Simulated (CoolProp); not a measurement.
Vapour-liquid equilibrium of C2F6 (R116) (1) + R22 (2) at 0.148 MPa; x and y are mole fractions of (1).

Values from CoolProp's multi-fluid Helmholtz-energy mixture model, Lemmon 2006 and Kamei 1995; pair parameters Bell 2016.

```
x     bubble temperature (°C)  y at the bubble point  dew temperature at overall composition x (°C)  liquid density (mol/L)
----  -----------------------  ---------------------  ---------------------------------------------  ----------------------
0.05                    -50.0                  0.572                                          -33.6                   16.19
0.2                     -65.7                  0.834                                            [?]                     [?]
0.35                    -67.9                  0.860                                          -41.8                     [?]
0.5                     -68.3                  0.865                                          -47.1                     [?]
0.65                    -68.7                  0.874                                          -53.7                   12.84
0.8                       [?]                  0.900                                          -63.0                     [?]
0.95                    -70.5                  0.964                                          -70.4                     [?]
```

Task: Some entries are withheld; supply them.

Result: 
- 0.2, dew temperature at overall composition x (°C): -37.4
- 0.2, liquid density (mol/L): 15.54
- 0.35, liquid density (mol/L): 14.57
- 0.5, liquid density (mol/L): 13.65
- 0.8, bubble temperature (°C): -69.6
- 0.8, liquid density (mol/L): 12.15
- 0.95, liquid density (mol/L): 11.56

No azeotrope shows between x = 0.05 and 0.95.

Pair parameters are fitted to limited data, so mixtures are less certain than the pure fluids. With so large a gap from Raoult's law the liquid may split in two, which this calculation doesn't test in full.
